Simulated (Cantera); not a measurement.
An isothermal, constant-pressure homogeneous reactor starts with H₂ : O₂ = 0.014 : 1 (molar parts), at 975 K and 1330 Pa.

Cantera simulation using the H2/O2 subset of GRI-Mech 3.0, which has no nitrogen chemistry; the numbers are that mechanism's predictions, not measurements. Radical loss at walls, strong at low pressure, is not modelled.

One state of this run: x H₂ = 1.49e-7; x O₂ = 0.986; x HO₂ = 8.82e-8; x O = 1.27e-5; x OH = 1.60e-5; x H₂O = 0.0139; x H₂O₂ = 8.56e-9. x: mole fraction; the columns are a selection and need not sum to one.

Question: Which value of t (s) does it belong to?
A) 1.83
B) 0.0179
C) 40.0
D) 0.000175

Answer: A, 1.83
